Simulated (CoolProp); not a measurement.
The fluid at 298.15 K and 0.134 MPa is throttled through a valve to 0.0468 MPa with no heat exchange. The same conditions are run with several fluids, on thermodynamics alone (safety and materials aside).

The numbers come from the reference Helmholtz-energy equation of state of each fluid (n-hexane: Thol 2019; o-xylene: Zhou 2012; tetradecamethylhexasiloxane (MD4M): Thol 2019; isohexane: Lemmon 2006; propylene glycol: Eisenbach 2021) in CoolProp.

```csv
fluid,final density (kg/m³)
n-hexane,(withheld)
o-xylene,(withheld)
tetradecamethylhexasiloxane (MD4M),887
isohexane,(withheld)
propylene glycol,(withheld)
```

Task: Complete the blanks.

Result: 
- n-hexane, final density (kg/m³): 655
- o-xylene, final density (kg/m³): 876
- isohexane, final density (kg/m³): 649
- propylene glycol, final density (kg/m³): 1030
